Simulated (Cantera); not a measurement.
A diamond (100) surface in a fixed gas of H2 with x(CH4) = 0.0021, x(H) = 0.00036, x(CH3) = 1.3e-05, 38.3 Torr; coverages are run to steady state.

Model: the Harris–Goodwin 1993 mechanism for the reconstructed diamond (100) surface, integrated in Cantera.

θ: site fractions in the mechanism's names (c6HH fully hydrogenated, c6H* and c6*H radical sites, c6** diradical, c6HM methylated).

```csv
T (K),growth (µm/h),θ c6HH,θ c6H*,θ c6*H,θ c6**,θ c6HM
925,0.209,0.651,0.0117,0.302,0.00471,0.0237
975,0.225,0.614,(withheld),(withheld),(withheld),(withheld)
1025,0.183,0.582,0.0198,0.378,0.00880,0.00816
1075,0.112,0.553,0.0242,0.407,0.0109,0.00317
1125,(withheld),0.529,(withheld),0.428,(withheld),(withheld)
1175,0.0417,0.511,0.0328,0.441,0.0142,0.000328
1225,0.0338,0.500,0.0367,0.448,0.0151,0.000105
1275,0.0290,0.497,0.0401,0.448,0.0155,3.46e-5
1325,0.0214,0.499,0.0431,0.442,0.0155,1.17e-5
1375,0.0120,0.507,0.0455,0.432,0.0152,4.18e-6
```

Problem. Some entries are withheld; supply them.

Solution. 
- 975, θ c6H*: 0.0156
- 975, θ c6*H: 0.342
- 975, θ c6**: 0.00665
- 975, θ c6HM: 0.0157
- 1125, growth (µm/h): 0.0634
- 1125, θ c6H*: 0.0286
- 1125, θ c6**: 0.0128
- 1125, θ c6HM: 0.00104
